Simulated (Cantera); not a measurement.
Feed: 1 mol borazine, 1.3 mol N2, 7.1 mol H2, 0.3 mol NH3, held at 1.00 Torr.

These are equilibrium values from Cantera (NASA tables, ideal gas, pure condensed phases), not measurements of a reactor. Candidate condensed phases: B, BN; 15 gas species. The feed counts by its element totals alone. The numbers say what is thermodynamically allowed, not how fast it happens.

**Question.** Which condensed phases are stable at each of these points (T (K)): 775, 975, 1175, 1375, 1575, 1775, 1975, 2175, 2375?

**Answer.** 
| T (K) | condensed phases | B condensed (%) |
|---|---|---|
| 775 | BN(s) | 100.0 |
| 975 | BN(s) | 100.0 |
| 1175 | BN(s) | 100.0 |
| 1375 | BN(s) | 100.0 |
| 1575 | BN(s) | 100.0 |
| 1775 | BN(s) | 100.0 |
| 1975 | BN(s) | 99.9 |
| 2175 | B(s) | 98.9 |
| 2375 | B(l) | 89.2 |

From 775 K to 1975 K the condensed part is BN(s). At 2175 K the condensed part is B(s). At 2375 K the condensed part is B(l).
